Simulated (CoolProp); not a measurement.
A closed Brayton cycle with carbon dioxide: compressor inlet 324.15 K and 8.2 MPa, high pressure 22.8 MPa, turbine inlet 645 K, compressor efficiency 0.8, turbine efficiency 0.9, recuperator effectiveness 0.8 (on enthalpy, no pinch check). Each further row changes one setting.

Computed with CoolProp (reference Helmholtz-energy equation of state, Span 1996).

```csv
case,thermal efficiency (%),net work (kJ/kg),compressor to turbine work,compressor exit (K),turbine exit (K)
as stated,21.2,43.5,0.56,411.4,538.4
turbine inlet 595 K,18.0,33.2,0.63,411.4,492.4
compressor inlet 334.15 K,19.0,36.4,0.63,428.2,538.4
high pressure 19.4 MPa,20.9,39.9,0.53,397.1,555.0
recuperator effectiveness 0.5,17.5,43.5,0.56,411.4,538.4
```
